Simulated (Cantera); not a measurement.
**Adiabatic ignition**

An adiabatic, constant-volume homogeneous reactor starts with CH₄ : H₂ : O₂ : N₂ : CO₂ = 1 : 0.27 : 3.88 : 24.5 : 0.031 (molar parts), at 1573 K and 3750 Torr.

Model: GRI-Mech 3.0 (53 species, 325 reactions), integrated in Cantera.

```csv
t (s),T (K),P (bar),x CH₄,x H₂,x O₂,x CH₂O,x NO
6.00e-6,1573,5.00,0.0337,0.00910,0.131,5.23e-7,<1e-12
1.70e-5,1573,5.00,0.0336,0.00909,0.131,8.26e-6,<1e-12
4.82e-5,1580,5.02,0.0323,0.00892,0.130,0.000312,3.66e-11
0.000136,2495,7.92,<1e-12,0.000695,0.0581,4.39e-12,0.000185
0.000387,2498,7.93,<1e-12,0.000641,0.0578,3.64e-12,0.000779
0.00110,2494,7.92,<1e-12,0.000634,0.0570,3.55e-12,0.00230
0.00310,2487,7.89,<1e-12,0.000621,0.0555,3.38e-12,0.00554
0.00879,2477,7.86,<1e-12,0.000605,0.0535,3.18e-12,0.00961
0.0249,2473,7.85,<1e-12,0.000599,0.0527,3.10e-12,0.0112
0.0706,2473,7.85,<1e-12,0.000598,0.0527,3.10e-12,0.0112
0.200,2473,7.85,<1e-12,0.000598,0.0527,3.10e-12,0.0112
```
x: mole fraction; the columns are a selection and need not sum to one.

| Property | Result |
|---|---|
| time of steepest temperature rise | 86.1 µs |
| temperature at 0.200 s | 2473 K |
| equilibrium temperature | 2473 K |
| x(CH₄) at 0.200 s | <1e-12 (gas-phase equilibrium <1e-12) |
| x(H₂) at 0.200 s | 0.000598 (gas-phase equilibrium 0.000598) |
| x(O₂) at 0.200 s | 0.0527 (gas-phase equilibrium 0.0527) |
